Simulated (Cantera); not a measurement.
A perfectly stirred reactor is fed with N2O : H2 : N2 = 1 : 0.0046 : 4.2 (molar parts), at 0.132 atm; it is held at 1425 K, and followed from long to short residence time.

Detailed kinetics in Cantera: GRI-Mech 3.0 (53 species, 325 reactions). GRI-Mech 3.0 was tuned for natural gas; its chemistry of N2O as a main component is partial and can be far from experiment. The temperature is held fixed by assumption; the heat of reaction is taken as removed at once.

```tsv
quantity	before	after
x(N2O) at τ = 0.870 s	0.0519	0.132
x(H2) at τ = 0.870 s	6.41e-6	2.05e-5
x(NO) at τ = 0.870 s	0.0236	0.00744
x(HO2) at τ = 0.870 s	3.97e-8	5.91e-8
x(OH) at τ = 0.870 s	2.52e-5	1.11e-5
x(N2O) at τ = 56.0 ms	0.162	0.186
x(H2) at τ = 56.0 ms	7.12e-5	0.000180
x(NO) at τ = 56.0 ms	0.00510	0.000660
x(HO2) at τ = 56.0 ms	5.73e-7	9.28e-7
x(OH) at τ = 56.0 ms	3.66e-5	1.75e-5
```

### Question
What was changed between the two runs?
(A) temperature 1425 to 1300 K
(B) temperature 1425 to 1225 K
(C) temperature 1425 to 1373 K
(D) temperature 1425 to 1350 K

### Answer
A, temperature 1425 to 1300 K
